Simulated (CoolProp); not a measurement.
Toluene at several states: density (kg/m³) from the reference equation and from simpler models built on Tc = 591.7 K, pc = 4126 kPa, ω = 0.266; each cubic takes its own stable root.

Model: reference Helmholtz-energy equation of state, Lemmon 2006, in CoolProp. It is a short technical equation, of lower accuracy than the large ones.

| T (K) | p (kPa) | phase | reference | Redlich-Kwong | Soave-Redlich-Kwong | Peng-Robinson |
|---|---|---|---|---|---|---|
| 581.6 | 114 | gas | 2.196 | 2.194 | 2.194 | 2.197 |
| 354.8 | 669 | liquid | 808.9 | 702.6 | 724.9 | 817.9 |
| 314.7 | 3390 | liquid | 849.6 | 741.7 | 759.1 | 854.0 |
| 368.5 | 11.7 | gas | 0.3537 | 0.3531 | 0.3533 | 0.3533 |
| 223.6 | 16700 | liquid | 939.6 | 811.8 | 819.1 | 916.7 |
